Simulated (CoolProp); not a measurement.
Chlorine along the isotherm 242.4 K: fugacity coefficient from the reference equation and from simpler models built on Tc = 416.9 K, pc = 7642 kPa, ω = 0.070; each cubic takes its own stable root.

The numbers come from the reference Helmholtz-energy equation of state, Thol 2021 in CoolProp.

```tsv
p (kPa)	phase	reference	van der Waals	Redlich-Kwong	Soave-Redlich-Kwong	Peng-Robinson
1670	liquid	0.07016	0.3188	0.06796	0.07212	0.07404
3330	liquid	0.03653	0.1697	0.03549	0.03767	0.03849
5000	liquid	0.02526	0.1199	0.02461	0.02613	0.02658
6670	liquid	0.01966	0.09540	0.01921	0.02040	0.02065
8330	liquid	0.01634	0.08101	0.01602	0.01700	0.01714
10000	liquid	0.01413	0.07157	0.01389	0.01475	0.01480
11700	liquid	0.01255	0.06494	0.01237	0.01313	0.01312
13300	liquid	0.01144	0.06041	0.01131	0.01201	0.01194
15000	liquid	0.01053	0.05684	0.01044	0.01109	0.01098
16700	liquid	0.009826	0.05416	0.009770	0.01038	0.01023
18300	liquid	0.009292	0.05224	0.009264	0.009841	0.009656
20000	liquid	0.008829	0.05069	0.008827	0.009378	0.009160
```
